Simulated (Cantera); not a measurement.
A perfectly stirred reactor is fed with CH4 : CO2 : H2O = 1 : 2 : 0.19 (molar parts), at 100000 Pa; it is held at 2125 K, and followed from long to short residence time.

Computed with Cantera and GRI-Mech 3.0 (53 species, 325 reactions).

One state of this run: x CH4 = 0.00877; x CO2 = 0.0947; x O2 = 1.81e-7; x C2H = 3.17e-6; x H2 = 0.216; x H2O = 0.191; x CH2 = 9.90e-6. x: mole fraction; the columns are a selection and need not sum to one.

Which value of τ (s) does it belong to?
A) 0.23
B) 0.0035
C) 0.043
D) 0.0082

D, 0.0082
